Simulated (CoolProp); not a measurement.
Vapour-liquid equilibrium of fluoroethane (R161) (1) + R227EA (2) at 21.3 kPa; x and y are mole fractions of (1).

Computed with CoolProp (multi-fluid Helmholtz-energy mixture model, Wu 2012 and Lemmon 2016; pair parameters Bell 2016).

| x | bubble temperature, mixture model (K) | bubble temperature, Raoult's law (K) | y, mixture model | y, Raoult's law |
|---|---|---|---|---|
| 0.05 | 225.7 | 224.3 | 0.065 | 0.137 |
| 0.125 | 224.9 | 222.0 | 0.189 | 0.305 |
| 0.2 | 223.7 | 220.0 | 0.331 | 0.439 |
| 0.275 | 222.1 | 218.2 | 0.472 | 0.547 |
| 0.35 | 220.1 | 216.6 | (withheld) | 0.635 |
| 0.425 | 218.1 | 215.0 | 0.704 | 0.708 |
| 0.5 | (withheld) | 213.6 | 0.786 | 0.769 |
| 0.575 | 214.1 | 212.3 | 0.848 | 0.820 |
| 0.65 | 212.4 | 211.1 | (withheld) | 0.864 |
| 0.725 | 210.8 | 210.0 | 0.928 | 0.901 |
| 0.8 | 209.5 | 209.0 | 0.954 | 0.933 |
| 0.875 | 208.2 | 208.0 | 0.975 | 0.961 |
| 0.95 | 207.1 | 207.0 | 0.991 | 0.985 |

Some entries are withheld; supply them.


- 0.35, y, mixture model: 0.599
- 0.5, bubble temperature, mixture model (K): 216.0
- 0.65, y, mixture model: 0.894

The largest gap from Raoult's law is +3.9 K in bubble temperature, at x = 0.275. No azeotrope shows between x = 0.05 and 0.95.

The pair parameters rest on a limited set of measurements; away from them the model extrapolates.
